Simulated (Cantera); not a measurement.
## Pyrogenic steam for wet oxidation

An isothermal, constant-pressure homogeneous reactor starts with H₂ : O₂ : N₂ = 1.8 : 1 : 3.9 (molar parts), equivalence ratio 0.90, at 850 K and 100000 Pa.

Computed with Cantera and GRI-Mech 3.0 (53 species, 325 reactions). Below about 950 K walls govern HO2 and H2O2 in real vessels. The temperature is held fixed by assumption; the heat of reaction is taken as removed at once.

```csv
t (s),x H₂,x O₂,x NO,x H₂O,x NO₂
1.00e-6,0.269,0.149,<1e-12,<1e-12,<1e-12
3.91e-6,0.269,0.149,<1e-12,<1e-12,<1e-12
1.53e-5,0.269,0.149,<1e-12,<1e-12,<1e-12
5.98e-5,0.269,0.149,<1e-12,4.01e-12,<1e-12
0.000234,0.269,0.149,<1e-12,1.82e-11,<1e-12
0.000914,0.269,0.149,<1e-12,7.49e-11,<1e-12
0.00358,0.269,0.149,<1e-12,3.18e-10,<1e-12
0.0140,0.269,0.149,<1e-12,1.64e-9,<1e-12
0.0547,0.269,0.149,<1e-12,1.55e-8,<1e-12
0.214,0.269,0.149,<1e-12,6.19e-7,<1e-12
0.836,0.269,0.149,<1e-12,9.17e-5,<1e-12
3.27,0.260,0.144,<1e-12,0.00970,<1e-12
12.8,0.183,0.107,<1e-12,0.0980,<1e-12
50.0,0.0360,0.0348,<1e-12,0.269,1.55e-12
```
x: mole fraction; the columns are a selection and need not sum to one.

Equilibrium at this temperature and pressure: H₂ 1.09e-12, O₂ 0.0172, NO 1.20e-6, H₂O 0.310, NO₂ 6.30e-8 (gas phase only).
